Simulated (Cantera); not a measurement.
What does this Cantera script print?

```python
import numpy as np
import cantera as ct

gas = ct.Solution("gri30.yaml")
gas.TPX = 1250, 500000, {'CO': 1, 'H2': 0.27, 'O2': 0.397, 'N2': 1.49}
reactor = ct.IdealGasReactor(gas, energy="on", clone=False)
net = ct.ReactorNet([reactor])
net.rtol, net.atol = 1e-08, 1e-16
show = ['CO', 'H2', 'O2', 'H2O2', 'NO2']
times = np.geomspace(5e-06, 4, 13)

steps = ct.SolutionArray(gas, extra=["t"])
rows = []
print(f"{'t/s':>10s}{'T/K':>9s}{'P/Pa':>11s}" + "".join(f"{s:>11s}" for s in show))
for t in times:
    while net.time < t:
        t_next = net.step()
        steps.append(gas.state, t=t_next)
    rows.append([np.interp(t, steps.t, y) for y in (steps.T, steps.P, *steps(*show).X.T)])
    print(f"{t:10.3e}{rows[-1][0]:9.1f}{rows[-1][1]:11.4g}" + "".join(f"{x:11.3e}" for x in rows[-1][2:]))
rate = np.gradient(steps.T, steps.t)
print("integrator steps:", len(steps.t))
if steps.T.max() > steps.T[0] + 200:
    print(f"time of steepest temperature rise: {steps.t[rate.argmax()]:.4e} s")
gas.TPX = 1250, 500000, {'CO': 1, 'H2': 0.27, 'O2': 0.397, 'N2': 1.49}
gas.equilibrate("UV")
print(f"equilibrium (UV): T = {gas.T:.1f} K  " + "  ".join(f"{s} {gas[s].X[0]:.3e}" for s in show))
```

Result:

```
       t/s      T/K       P/Pa         CO         H2         O2       H2O2        NO2
 5.000e-06   1250.0      5e+05  3.168e-01  8.552e-02  1.257e-01  1.032e-08  1.058e-18
 1.552e-05   2263.4  8.584e+05  2.308e-01  1.423e-02  3.542e-02  7.915e-07  3.747e-08
 4.817e-05   3064.0  1.102e+06  1.907e-01  1.153e-02  1.147e-02  4.978e-07  1.376e-06
 1.495e-04   3050.2  1.097e+06  1.918e-01  1.175e-02  1.018e-02  4.601e-07  3.189e-06
 4.642e-04   3046.7  1.096e+06  1.920e-01  1.181e-02  9.887e-03  4.512e-07  3.585e-06
 1.441e-03   3046.7  1.096e+06  1.920e-01  1.181e-02  9.885e-03  4.511e-07  3.586e-06
 4.472e-03   3046.7  1.096e+06  1.920e-01  1.181e-02  9.885e-03  4.511e-07  3.586e-06
 1.388e-02   3046.7  1.096e+06  1.920e-01  1.181e-02  9.885e-03  4.511e-07  3.586e-06
 4.309e-02   3046.7  1.096e+06  1.920e-01  1.181e-02  9.885e-03  4.511e-07  3.586e-06
 1.337e-01   3046.7  1.096e+06  1.920e-01  1.181e-02  9.885e-03  4.511e-07  3.586e-06
 4.152e-01   3046.7  1.096e+06  1.920e-01  1.181e-02  9.885e-03  4.511e-07  3.586e-06
 1.289e+00   3046.7  1.096e+06  1.920e-01  1.181e-02  9.885e-03  4.511e-07  3.586e-06
 4.000e+00   3046.7  1.096e+06  1.920e-01  1.181e-02  9.885e-03  4.511e-07  3.586e-06
integrator steps: 1319
time of steepest temperature rise: 1.4201e-05 s
equilibrium (UV): T = 3046.7 K  CO 1.920e-01  H2 1.181e-02  O2 9.885e-03  H2O2 4.511e-07  NO2 3.586e-06
```

Cantera simulation using GRI-Mech 3.0 (53 species, 325 reactions); the numbers are that mechanism's predictions, not measurements. The hydrogen kinetics of GRI-Mech 3.0 are dated; newer H2 mechanisms differ, most at raised pressure. Above 3000 K some thermodynamic fits are extrapolated.
